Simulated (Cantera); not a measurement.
Hydrocarbon pyrolysis for carbon deposition

An isothermal, constant-pressure homogeneous reactor starts with 0.277 % C2H6, 99.7 % N2, at 1025 K and 0.720 bar.

Cantera simulation using GRI-Mech 3.0 (53 species, 325 reactions); the numbers are that mechanism's predictions, not measurements. GRI-Mech 3.0 stops at C3 and has no aromatics, soot or wall deposition, so with more carbon than oxygen in the feed, carbon stays in small species such as C2H2 where larger ones or solid carbon would form.

```json
[
 {"t (s)": "0.000200", "x C2H6": "0.00277", "x CH4": "4.01e-11", "x CH3": "2.71e-9", "x C2H2": "<1e-12", "x HCN": "<1e-12", "x C2H": "<1e-12"},
 {"t (s)": "0.000422", "x C2H6": "0.00277", "x CH4": "1.77e-10", "x CH3": "5.63e-9", "x C2H2": "<1e-12", "x HCN": "<1e-12", "x C2H": "<1e-12"},
 {"t (s)": "0.000892", "x C2H6": "0.00277", "x CH4": "7.74e-10", "x CH3": "1.15e-8", "x C2H2": "<1e-12", "x HCN": "<1e-12", "x C2H": "<1e-12"},
 {"t (s)": "0.00188", "x C2H6": "0.00277", "x CH4": "3.28e-9", "x CH3": "2.26e-8", "x C2H2": "<1e-12", "x HCN": "<1e-12", "x C2H": "<1e-12"},
 {"t (s)": "0.00397", "x C2H6": "0.00277", "x CH4": "1.33e-8", "x CH3": "4.11e-8", "x C2H2": "<1e-12", "x HCN": "<1e-12", "x C2H": "<1e-12"},
 {"t (s)": "0.00839", "x C2H6": "0.00277", "x CH4": "4.92e-8", "x CH3": "6.65e-8", "x C2H2": "1.82e-11", "x HCN": "<1e-12", "x C2H": "<1e-12"},
 {"t (s)": "0.0177", "x C2H6": "0.00276", "x CH4": "1.70e-7", "x CH3": "1.05e-7", "x C2H2": "6.94e-10", "x HCN": "<1e-12", "x C2H": "<1e-12"},
 {"t (s)": "0.0374", "x C2H6": "0.00274", "x CH4": "5.99e-7", "x CH3": "1.70e-7", "x C2H2": "1.27e-8", "x HCN": "<1e-12", "x C2H": "<1e-12"},
 {"t (s)": "0.0790", "x C2H6": "0.00269", "x CH4": "1.84e-6", "x CH3": "1.97e-7", "x C2H2": "1.17e-7", "x HCN": "<1e-12", "x C2H": "<1e-12"},
 {"t (s)": "0.167", "x C2H6": "0.00257", "x CH4": "4.65e-6", "x CH3": "1.91e-7", "x C2H2": "7.10e-7", "x HCN": "<1e-12", "x C2H": "<1e-12"},
 {"t (s)": "0.352", "x C2H6": "0.00233", "x CH4": "1.06e-5", "x CH3": "1.75e-7", "x C2H2": "3.55e-6", "x HCN": "1.15e-12", "x C2H": "<1e-12"},
 {"t (s)": "0.744", "x C2H6": "0.00188", "x CH4": "2.31e-5", "x CH3": "1.45e-7", "x C2H2": "1.59e-5", "x HCN": "1.40e-12", "x C2H": "<1e-12"},
 {"t (s)": "1.57", "x C2H6": "0.00118", "x CH4": "4.63e-5", "x CH3": "9.94e-8", "x C2H2": "6.16e-5", "x HCN": "1.59e-12", "x C2H": "<1e-12"},
 {"t (s)": "3.32", "x C2H6": "0.000484", "x CH4": "7.73e-5", "x CH3": "5.11e-8", "x C2H2": "0.000182", "x HCN": "1.70e-12", "x C2H": "<1e-12"},
 {"t (s)": "7.00", "x C2H6": "0.000132", "x CH4": "0.000102", "x CH3": "2.15e-8", "x C2H2": "0.000374", "x HCN": "1.74e-12", "x C2H": "<1e-12"}
]
```
x: mole fraction; the columns are a selection and need not sum to one.

Equilibrium at this temperature and pressure: C2H6 2.79e-7, CH4 0.00185, CH3 3.24e-9, C2H2 0.000145, HCN 0.00322, C2H <1e-12 (gas phase only).
